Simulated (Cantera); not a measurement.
What does this Cantera script print?

```python
import numpy as np
import cantera as ct

gas_names = """
    F F2 FS2F,fluorodisu S SF SF2 SF3 SF4 SF5 SF6 S2 S2F2,thiothiony S8 Si SiF SiF2 SiF3 SiF4 SiS Si2
    Si3
""".split()
cond_names = """
    S(cr1) S(cr2) S(L) Si(cr) Si(L)
""".split()


# ... load() reads the species with a 1 bar reference pressure and builds the phases ...
atoms = {
    'Si': {'Si': 1},
    'SF6': {'S': 1, 'F': 6},
}
top_T = {}  # K; cautious upper limits of use, not melting points


# ... equilibrate(T, P, feed) seeds the gas with the atoms and calls Mixture.equilibrate('TP', solver="vcs", rtol=1e-11, max_steps=5000) ...
results = []
feed = {'Si': 1, 'SF6': 3}  # mol
P = 99000  # Pa
for T in [898, 948, 998, 1048, 1098, 1148, 1198, 1248, 1298, 1348, 1398, 1448, 1498, 1548]:
    mix = equilibrate(T, P, feed)
    results.append((T, P, feed, dict(zip(mix.species_names, mix.species_moles))))

top = {s: max(r[3][s] / sum(r[3][g] for g in gas_names) for r in results) for s in gas_names}
cols = sorted((s for s in top if top[s] > 0.001), key=lambda s: -top[s])[:8]
seen = [c for c in cond_names if any(r[3].get(c, 0) > 1e-12 for r in results)]
print("log10 of partial pressures in bar; condensed amounts in mol")
print(f"{'T/K':>10s}" + "".join(f"{s[:9]:>10s}" for s in cols + seen))
for T, P, feed, n in results:
    ng = sum(n[g] for g in gas_names)
    print(f"{T:10.4g}" + "".join(f"{np.log10(max(n[s] / ng * P / 1e5, 1e-99)):10.3f}" for s in cols)
          + "".join(f"{n.get(c, 0):10.4g}" for c in seen))
```

Output:

```
log10 of partial pressures in bar; condensed amounts in mol
       T/K       SF4       SF6      SiF4         F       SF3       SF5
       898    -0.311    -0.599    -0.606    -9.403    -2.981    -4.777
       948    -0.309    -0.604    -0.606    -8.455    -2.882    -4.518
       998    -0.308    -0.604    -0.606    -7.599    -2.799    -4.285
      1048    -0.309    -0.604    -0.606    -6.825    -2.724    -4.074
      1098    -0.309    -0.604    -0.606    -6.121    -2.656    -3.882
      1148    -0.310    -0.603    -0.606    -5.479    -2.595    -3.707
      1198    -0.310    -0.603    -0.606    -4.890    -2.539    -3.546
      1248    -0.311    -0.603    -0.606    -4.348    -2.487    -3.399
      1298    -0.311    -0.603    -0.606    -3.849    -2.440    -3.262
      1348    -0.312    -0.603    -0.607    -3.387    -2.396    -3.136
      1398    -0.313    -0.604    -0.607    -2.958    -2.355    -3.019
      1448    -0.313    -0.606    -0.608    -2.560    -2.316    -2.911
      1498    -0.314    -0.611    -0.609    -2.190    -2.279    -2.812
      1548    -0.315    -0.621    -0.613    -1.847    -2.241    -2.722
```

Equilibrium computed with Cantera from the NASA thermochemical tables; the gas is ideal and each condensed phase is pure. The tables' values for SF3, SF5, S2F2 (SSF2) are old estimates; treat these amounts as uncertain.
